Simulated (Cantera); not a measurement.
A closed system holds: 1 mol CH3Cl, 0.19 mol Si, held at 2402 °C and 8.70 mbar.

Equilibrium computed with Cantera from the NASA thermochemical tables; the gas is ideal and each condensed phase is pure. Candidate condensed phases: C, C6H6, C7H8, C8H18, Si, SiC; 109 gas species. The tables' values for SiCl are old estimates; treat these amounts as uncertain. Gases not in the tables: Si2H6 and higher silanes. Rates play no part.

Base state: H 0.295, H2 0.283, HCl 0.201, Cl 0.146, Si 0.0414, SiC2 0.0172, C2H2 (acetylene) 0.00610, SiCl2 0.00410 (mole fractions); condensed: C(graphite).

**Question.** What changes in the equilibrium state with this change: Si from 0.19 to 0.031 mol?

**Answer.** 
```tsv
species	before	after
H	0.295	0.303
H2	0.283	0.300
HCl	0.201	0.221
Si	0.0414	0.00716
SiC2	0.0172	0.00297
Cl	0.146	0.156
Si2	3.14e-5	9.39e-7
Si2C	0.000572	1.71e-5
C(graphite), mol	0.857	0.939
```

**Question.** What changes in the equilibrium state with this change: CH3Cl replaced by CCl4?

**Answer.** 
| species | before | after |
|---|---|---|
| Cl | 0.146 | 0.950 |
| SiCl2 | 0.00410 | 0.0326 |
| Si | 0.0414 | 0.00774 |
| H | 0.295 | 0 |
| H2 | 0.283 | 0 |
| HCl | 0.201 | 0 |
| SiC2 | 0.0172 | 0.00320 |
| C2H2 (acetylene) | 0.00610 | 0 |
| C2H | 0.000644 | 0 |
| C(graphite), mol | 0.857 | 0.965 |
The tables' values for SiCl, SiCl3, CCl are old estimates; treat these amounts as uncertain.
